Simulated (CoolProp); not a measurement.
The fluid at 549.07 K and 3.37 MPa (liquid) is heated at constant pressure to 564.1 K. The same conditions are run with several fluids, on thermodynamics alone (safety and materials aside).

Values from CoolProp's reference Helmholtz-energy equation of state of each fluid (tetradecamethylhexasiloxane (MD4M): Thol 2019; dodecamethylcyclohexasiloxane (D6): Colonna 2008; dodecamethylpentasiloxane (MD3M): Thol 2019; octamethylcyclotetrasiloxane (D4): Thol 2015; propylene glycol: Eisenbach 2021).

```tsv
fluid	heat (kJ/kg)	final density (kg/m³)
tetradecamethylhexasiloxane (MD4M)	33.2	629
dodecamethylcyclohexasiloxane (D6)	31.1	677
dodecamethylpentasiloxane (MD3M)	33.6	606
octamethylcyclotetrasiloxane (D4)	33.7	611
propylene glycol	59.0	773
```
